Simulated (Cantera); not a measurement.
A closed system holds: 1 mol Al2O3, 0.4 mol N2, held at 1.60 bar.

Method: chemical equilibrium by Gibbs-energy minimisation in Cantera with the NASA 1993 tables (ideal gas, pure condensed phases). Candidate condensed phases: Al, AlN, Al2O3; 16 gas species. Rates play no part.

x: gas mole fraction; n: condensed amount in mol.

| T (°C) | x N2 | x NO | x Al | x O | x AlO | x Al2O | x O2 | n Al2O3(s) | n Al2O3(l) |
|---|---|---|---|---|---|---|---|---|---|
| 1475 | 1.00 | 4.76e-10 | 3.12e-10 | 3.24e-12 | 3.38e-12 | 4.85e-12 | <1e-12 | 1.00 | 0 |
| 1575 | 1.00 | … | … | … | … | … | <1e-12 | 1.00 | 0 |
| 1675 | 1.00 | 1.80e-8 | 1.16e-8 | 3.90e-10 | 3.87e-10 | 4.52e-10 | 1.23e-12 | 1.00 | 0 |
| 1775 | 1.00 | … | … | … | … | … | … | 1.00 | 0 |
| 1875 | 1.000 | 3.46e-7 | 2.14e-7 | 1.92e-8 | 1.81e-8 | 1.75e-8 | 1.58e-10 | 1.00 | 0 |
| 1975 | 1.000 | 1.24e-6 | 7.56e-7 | 1.04e-7 | 9.51e-8 | 8.41e-8 | 1.30e-9 | 1.00 | 0 |
| 2075 | 1.000 | 3.95e-6 | 2.37e-6 | 4.80e-7 | 4.25e-7 | 3.42e-7 | 8.64e-9 | 0 | 1.000 |
| 2175 | 1.000 | 1.09e-5 | 6.56e-6 | 1.87e-6 | 1.56e-6 | 1.12e-6 | 4.49e-8 | 0 | 1.000 |
| 2275 | 1.000 | 2.76e-5 | 1.68e-5 | 6.49e-6 | 5.14e-6 | 3.31e-6 | 2.02e-7 | 0 | 1.000 |
| 2375 | 1.000 | 6.45e-5 | 4.03e-5 | 2.04e-5 | 1.54e-5 | 9.04e-6 | 7.96e-7 | 0 | 1.000 |
| 2475 | 1.000 | 0.000140 | 9.10e-5 | 5.83e-5 | 4.27e-5 | 2.30e-5 | 2.80e-6 | 0 | 1.000 |
| 2575 | 0.999 | 0.000287 | 0.000195 | 0.000154 | 0.000110 | 5.49e-5 | 8.86e-6 | 0 | 1.000 |
| 2675 | 0.998 | 0.000556 | 0.000400 | 0.000377 | 0.000264 | 0.000124 | 2.55e-5 | 0 | 1.000 |

Question: Complete the blanks.

Answer: 
- 1575, x NO: 3.24e-9
- 1575, x Al: 2.10e-9
- 1575, x O: 4.05e-11
- 1575, x AlO: 4.12e-11
- 1575, x Al2O: 5.32e-11
- 1775, x NO: 8.49e-8
- 1775, x Al: 5.36e-8
- 1775, x O: 3.01e-9
- 1775, x AlO: 2.91e-9
- 1775, x Al2O: 3.09e-9
- 1775, x O2: 1.57e-11
